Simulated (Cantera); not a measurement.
A freely propagating, adiabatic, planar premixed flame of 12.8 % CH4, 18.3 % O2, 68.8 % N2, unburnt at 350 K and 5.00 bar; mixture-averaged transport, grid criteria slope 0.08 and curve 0.16, no radiation.

Model: GRI-Mech 3.0 (53 species, 325 reactions), integrated in Cantera. Burning velocities carry a grid error of a few per cent, more on coarse grids.

Question: Predict: laminar burning velocity; thermal thickness; peak x(OH); peak x(CH2); peak x(C2H); peak x(C2H2).

Answer: 
- laminar burning velocity = 10.2 cm/s
- thermal thickness = 0.329 mm
- peak x(OH) = 0.000192
- peak x(CH2) = 1.06e-5
- peak x(C2H) = 4.94e-7
- peak x(C2H2) = 0.00280
